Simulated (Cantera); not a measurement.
A closed system holds: 1 mol Cr, 35 mol N2, 94 mol H2, equilibrated at 22.0 mbar.

Cantera equilibrium calculation (NASA polynomials, part measured and part estimated; ideal gas, pure solids and liquids). Candidate condensed phases: Cr, CrN, Cr2N; 11 gas species. The numbers say what is thermodynamically allowed, not how fast it happens.

x: gas mole fraction; n: condensed amount in mol.

| T (K) | x H2 | x N2 | x Cr | x H | x NH3 | x NH2 | n Cr2N(s) | n Cr(s) |
|---|---|---|---|---|---|---|---|---|
| 1275 | 0.730 | 0.270 | 8.02e-8 | … | 9.79e-7 | 1.22e-11 | 0.500 | 0 |
| 1350 | 0.729 | 0.271 | 8.18e-7 | … | 7.29e-7 | 3.19e-11 | 0 | 1.000 |
| 1425 | 0.729 | 0.271 | 5.02e-6 | … | 5.60e-7 | 7.56e-11 | 0 | 0.999 |
| 1500 | 0.729 | 0.271 | 2.56e-5 | … | 4.41e-7 | 1.64e-10 | 0 | 0.997 |
| 1575 | 0.728 | 0.271 | 0.000111 | … | 3.56e-7 | 3.31e-10 | 0 | 0.986 |
| 1650 | 0.728 | 0.271 | 0.000419 | … | 2.92e-7 | 6.25e-10 | 0 | 0.946 |
| 1725 | 0.727 | 0.271 | 0.00140 | … | 2.44e-7 | 1.12e-9 | 0 | 0.819 |

Q: What belongs in the gaps?

A: 
- 1275, x H: 4.25e-6
- 1350, x H: 1.37e-5
- 1425, x H: 3.93e-5
- 1500, x H: 0.000101
- 1575, x H: 0.000239
- 1650, x H: 0.000523
- 1725, x H: 0.00107
